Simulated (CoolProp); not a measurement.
CH2F2 (R32) at 293.15 K and 2.7 MPa is throttled through a valve to 0.441 MPa with no heat exchange. Each further row changes one setting.

Computed with CoolProp (reference Helmholtz-energy equation of state, Tillner-Roth 1997).

| case | temperature change (K) | final phase | final density (kg/m³) |
|---|---|---|---|
| as stated | -37.8 | two-phase, vapour fraction 0.194 | 59.6 |
| outlet pressure 0.132 MPa | -66.3 | two-phase, vapour fraction 0.300 | 12.7 |
| outlet pressure 0.573 MPa | -30.5 | two-phase, vapour fraction 0.163 | 89.3 |
